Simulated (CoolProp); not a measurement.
Vapour-liquid equilibrium of R142b (1) + R113 (2) at 0.335 MPa; x and y are mole fractions of (1).

Computed with CoolProp (multi-fluid Helmholtz-energy mixture model, Lemmon 2006 and Marx 1992; pair parameters Bell 2016).

Task: Give the bubble temperature and the first vapour's composition at x = 0.45, 0.65, 0.95. Is there an azeotrope?

Result: x = 0.45: 317.5 K, y = 0.824; x = 0.65: 308.8 K, y = 0.909; x = 0.95: 299.3 K, y = 0.988. No azeotrope shows between x = 0.05 and 0.95.

Pair parameters are fitted to limited data, so mixtures are less certain than the pure fluids.
